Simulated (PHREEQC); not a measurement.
Consider water at 20 °C with 1 mmol/kgw MgCl2, 0.085 mmol/kgw Na2SO4 and 1.1 mmol/kgw MgSO4. Closed to the air; pH follows from the charge balance.

Model: ion-association model, phreeqc.dat, run in PHREEQC.

Each row changes one thing in this solution. This is a speciation only: nothing precipitates in the calculation.

```tsv
case	ionic strength (mol/kgw)	Mg+2 (mol/kgw)	SO4-2 (mol/kgw)	MgSO4 (mol/kgw)	NaSO4- (mol/kgw)	MgOH+ (mol/kgw)	SI of Halite (NaCl)
as made	0.00687	0.00190	0.000988	0.000197	5.77e-7	3.49e-8	-8.11
MgCl2 from 0.001 to 0.0009 mol/kgw	0.00659	0.00181	0.000994	0.000191	5.84e-7	3.36e-8	-8.16
temperature from 20 to 40 °C	0.00653	0.00182	0.000903	0.000281	5.94e-7	8.97e-8	-8.13
MgSO4 left out	0.00322	0.000991	7.55e-5	9.50e-6	4.88e-8	2.04e-8	-8.09
temperature from 20 to 30 °C	0.00670	0.00186	0.000946	0.000238	5.88e-7	5.67e-8	-8.12
```

Constants without temperature data keep their 25 °C values here.
